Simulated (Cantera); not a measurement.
Charge: 1 mol Si(CH₃)₄, 69 mol H₂, 0.73 mol CH₄, held at 15.0 mbar.

Equilibrium computed with Cantera from the NASA thermochemical tables; the gas is ideal and each condensed phase is pure. Candidate condensed phases: C, C₆H₆, C₇H₈, C₈H₁₈, Si, SiC; 87 gas species. Gases not in the tables: Si₂H₆ and higher silanes. Rates play no part.

Question: Which condensed phases are stable at each of these points (T (°C)): 1975, 2000, 2025, 2050, 2075, 2100, 2125, 2150, 2175, 2200, 2225?

Answer: 
```
T (°C)      condensed phases  Si condensed (%)
------  --------------------  ----------------
1975    C(graphite) + SiC(s)              50.0
2000    C(graphite) + SiC(s)              31.0
2025    C(graphite) + SiC(s)               5.2
2050             C(graphite)               0.0
2075             C(graphite)               0.0
2100             C(graphite)               0.0
2125             C(graphite)               0.0
2150             C(graphite)               0.0
2175             C(graphite)               0.0
2200             C(graphite)               0.0
2225             C(graphite)               0.0
```

From 1975 °C to 2025 °C the condensed part is C(graphite) + SiC(s). From 2050 °C to 2225 °C the condensed part is C(graphite).
